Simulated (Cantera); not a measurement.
Feed: 1 mol Si2Cl6, 0.053 mol Cl2, 860 mol H2, at 5900 Pa.

Equilibrium computed with Cantera from the NASA thermochemical tables; the gas is ideal and each condensed phase is pure. Candidate condensed phases: Si; 19 gas species. The feed counts by its element totals alone. Gases not in the tables: Si2H6 and higher silanes. Kinetics and transport are ignored.

Q: Which condensed phases are stable at each of these points (T (K)): 1325, 1375, 1425, 1475, 1525, 1575, 1625, 1675, 1725?

A: 
| T (K) | condensed phases | Si condensed (%) |
|---|---|---|
| 1325 | Si(s) | 94.3 |
| 1375 | Si(s) | 94.1 |
| 1425 | Si(s) | 93.8 |
| 1475 | Si(s) | 93.6 |
| 1525 | Si(s) | 93.3 |
| 1575 | Si(s) | 93.0 |
| 1625 | Si(s) | 92.5 |
| 1675 | Si(s) | 91.8 |
| 1725 | Si(l) | 91.2 |

From 1325 K to 1675 K the condensed part is Si(s). At 1725 K the condensed part is Si(l).
